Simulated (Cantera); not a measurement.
Mixture: 11.3 % CO, 7.03 % H₂, 5.21 % CH₄, 10.3 % O₂, 66.1 % N₂, equivalence ratio 1.9, at 5.00 bar, adiabatic and at constant volume. Ignition delay is the time to a rise of 400 K.

Cantera simulation using GRI-Mech 3.0 (53 species, 325 reactions); the numbers are that mechanism's predictions, not measurements.

Task: Predict: delay at 1198 K; delay at 1348 K; delay at 1498 K; delay at 1648 K; delay at 1798 K; apparent activation energy between 1648 and 1798 K.

Result: 
```json
{
  "delay at 1198 K": "0.344 ms",
  "delay at 1348 K": "0.116 ms",
  "delay at 1498 K": "45.7 µs",
  "delay at 1648 K": "20.6 µs",
  "delay at 1798 K": "10.5 µs",
  "apparent activation energy between 1648 and 1798 K": "110 kJ/mol"
}
```
